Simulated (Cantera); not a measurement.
Input (Python, Cantera) and output of one run.

```python
import numpy as np
import cantera as ct

gas_names = [...]  # 110 gases of nasa_gas.yaml made of C, H, O
cond_names = """
    C(gr) C6H6(L) C7H8(L) C8H18(L),n-octa H2O(s) H2O(L)
""".split()


# ... load() reads the species with a 1 bar reference pressure and builds the phases ...
atoms = {
    'C2H2': {'C': 2, 'H': 2},
    'H2O': {'H': 2, 'O': 1},
    'H2': {'H': 2},
}
top_T = {'C(gr)': 4500}  # K; cautious upper limits of use, not melting points


# ... equilibrate(T, P, feed) seeds the gas with the atoms and calls Mixture.equilibrate('TP', solver="vcs", rtol=1e-11, max_steps=5000) ...
results = []
T = 2923.15  # K
P = 13332.2  # Pa
for m in [0.028, 0.043, 0.066, 0.1, 0.16, 0.24, 0.37, 0.57, 0.88, 1.4, 2.1, 3.2]:
    feed = {'C2H2': 1, 'H2O': m, 'H2': 44}  # mol
    mix = equilibrate(T, P, feed)
    results.append((T, P, feed, dict(zip(mix.species_names, mix.species_moles))))

top = {s: max(r[3][s] / sum(r[3][g] for g in gas_names) for r in results) for s in gas_names}
cols = sorted((s for s in top if top[s] > 1e-05), key=lambda s: -top[s])[:6]
seen = [c for c in cond_names if any(r[3].get(c, 0) > 1e-12 for r in results)]
print("log10 of partial pressures in bar; condensed amounts in mol")
print(f"{'n(H2O)':>10s}" + "".join(f"{s[:9]:>10s}" for s in cols + seen))
for T, P, feed, n in results:
    ng = sum(n[g] for g in gas_names)
    print(f"{feed['H2O']:10.4g}" + "".join(f"{np.log10(max(n[s] / ng * P / 1e5, 1e-99)):10.3f}" for s in cols)
          + "".join(f"{n.get(c, 0):10.4g}" for c in seen))
```

Result:

```
log10 of partial pressures in bar; condensed amounts in mol
    n(H2O)        H2         H        CO       H2O C2H2,acet        OH
     0.028    -1.032    -1.423    -4.149   -10.021    -2.653   -10.917
     0.043    -1.032    -1.423    -3.963    -9.833    -2.657   -10.729
     0.066    -1.032    -1.423    -3.777    -9.645    -2.662   -10.541
       0.1    -1.032    -1.423    -3.597    -9.461    -2.670   -10.357
      0.16    -1.032    -1.423    -3.394    -9.252    -2.685   -10.147
      0.24    -1.033    -1.423    -3.219    -9.067    -2.705    -9.963
      0.37    -1.033    -1.423    -3.034    -8.865    -2.740    -9.761
      0.57    -1.034    -1.424    -2.850    -8.653    -2.799    -9.548
      0.88    -1.035    -1.424    -2.667    -8.417    -2.909    -9.311
       1.4    -1.038    -1.426    -2.474    -8.089    -3.186    -8.983
       2.1    -1.041    -1.427    -2.331    -3.699   -11.689    -4.591
       3.2    -1.050    -1.432    -2.342    -2.631   -13.877    -3.518
```

Cantera equilibrium calculation (NASA polynomials, part measured and part estimated; ideal gas, pure solids and liquids).
